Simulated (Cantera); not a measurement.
**Stirred combustor or abatement burner**

A perfectly stirred reactor is fed with H₂ : O₂ : N₂ : H₂O = 1 : 0.556 : 2.09 : 0.32 (molar parts), at 500000 Pa; it is adiabatic with a 450 K inlet, and is followed from long to short residence time, starting on the burning branch (τ in s: 0.41, 0.15, 0.056, 0.021, 0.0075, 0.0028, 0.001, 0.00038, 0.00014, 5.1e-05).

Detailed kinetics in Cantera: GRI-Mech 3.0 (53 species, 325 reactions). The hydrogen kinetics of GRI-Mech 3.0 are dated; newer H2 mechanisms differ, most at raised pressure.

```csv
τ (s),T (K),x H₂,x O₂,x H₂O,x O,x NO₂,x HO₂
0.41,2252,0.00221,0.0147,0.376,0.000205,2.04e-6,2.77e-6
0.15,2253,0.00223,0.0149,0.376,0.000209,1.72e-6,2.83e-6
0.056,2254,0.00229,0.0153,0.375,0.000219,1.19e-6,2.95e-6
0.021,2254,0.00245,0.0157,0.375,0.000235,6.62e-7,3.15e-6
0.0075,2250,0.00289,0.0161,0.374,0.000271,3.18e-7,3.57e-6
0.0028,2241,0.00386,0.0165,0.373,0.000349,1.67e-7,4.51e-6
0.0010,2222,0.00589,0.0173,0.369,0.000526,9.40e-8,6.79e-6
0.00038,2189,0.00915,0.0186,0.364,0.000847,5.56e-8,1.13e-5
0.00014,2136,0.0142,0.0207,0.356,0.00144,3.31e-8,2.05e-5
5.1e-5,2055,0.0213,0.0240,0.344,0.00242,2.23e-8,3.77e-5
```
x: mole fraction; the columns are a selection and need not sum to one.
